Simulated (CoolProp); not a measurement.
Vapour-liquid equilibrium of R1234yf (1) + R227EA (2) at 61.15 °C; x and y are mole fractions of (1).

The numbers come from the multi-fluid Helmholtz-energy mixture model, Lemmon 2022 and Lemmon 2016; pair parameters Bell 2016 in CoolProp.

**Question.** Give the bubble pressure and the first vapour's composition at x = 0.05, 0.25, 0.55. Is there an azeotrope?

**Answer.** x = 0.05: 1233 kPa, y = 0.062; x = 0.25: 1326 kPa, y = 0.293; x = 0.55: 1466 kPa, y = 0.600. No azeotrope shows between x = 0.05 and 0.95.

The pair parameters rest on a limited set of measurements; away from them the model extrapolates.
